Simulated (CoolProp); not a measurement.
Model: reference Helmholtz-energy equation of state, Guder 2009, in CoolProp.

**Question.** Give the vapour pressure (MPa), enthalpy of vaporisation (kJ/kg), vapour Z, surface tension (mN/m) of saturated sulfur hexafluoride at 3.85 °C.

**Answer.** 
```tsv
T (°C)	p (MPa)	enthalpy of vaporisation (kJ/kg)	vapour Z	surface tension (mN/m)
3.85	1.39	81.2	0.749	4.03
```

Surface tension comes from a separate correlation (Mulero 2012).
